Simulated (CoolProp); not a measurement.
R365MFC along the isotherm 478.2 K: Z from the reference equation and from simpler models built on Tc = 460.0 K, pc = 3266 kPa, ω = 0.377; each cubic takes its own stable root.

The numbers come from the reference Helmholtz-energy equation of state, Lemmon 2016 in CoolProp.

```tsv
p (kPa)	phase	reference	van der Waals	Redlich-Kwong	Soave-Redlich-Kwong
103	gas	0.9898	0.9914	0.9903	0.9906
161	gas	0.9840	0.9865	0.9849	0.9853
250	gas	0.9751	0.9790	0.9764	0.9770
390	gas	0.9609	0.9669	0.9628	0.9639
607	gas	0.9385	0.9476	0.9414	0.9431
945	gas	…	0.9162	0.9067	0.9097
1470	gas	0.8440	0.8634	0.8493	…
2290	gas	0.7438	0.7665	0.7472	0.7575
3570	supercritical	0.5452	0.5120	0.5158	0.5536
5560	supercritical	0.3018	…	…	0.3623
8650	supercritical	…	0.5357	0.4436	0.4549
13500	supercritical	0.5686	0.7612	0.6118	0.6210
21000	supercritical	0.8201	1.097	0.8612	0.8696
32700	supercritical	1.193	1.599	1.230	1.237
```

Some entries are withheld; supply them.


- 945, reference: 0.9026
- 1470, Soave-Redlich-Kwong: 0.8544
- 5560, van der Waals: 0.3942
- 5560, Redlich-Kwong: 0.3432
- 8650, reference: 0.4004
